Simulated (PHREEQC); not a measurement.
0.54 g of hydrous ferric oxide (600 m²/g; 0.2 weak and 0.005 strong sites per Fe, Dzombak-Morel constants, diffuse double layer) in 1 kg of water with 0.05 mol/kgw of an inert sodium salt and 1.4e-06 mol NiCl2 and 2.6e-05 mol ZnSO4, at 25 °C; the pH is set by adding NaOH or the inert anion's acid. O2 is buffered at 0.21 atm. The system is closed to CO2. Precipitation was switched off in this run.

Model: ion-association model, wateq4f.dat, run in PHREEQC.

Predict Ni sorbed (%), S sorbed (%) at pH = 3.38, 6, 6.75, 7.88.


| pH | Ni sorbed (%) | S sorbed (%) |
|---|---|---|
| 3.38 | 0.0 | 99.8 |
| 6 | 22.6 | 83.1 |
| 6.75 | 76.3 | 33.0 |
| 7.88 | 99.7 | 0.7 |

Species that the database lacks are ignored. The oxide is taken as insoluble; below pH 4 it would dissolve.
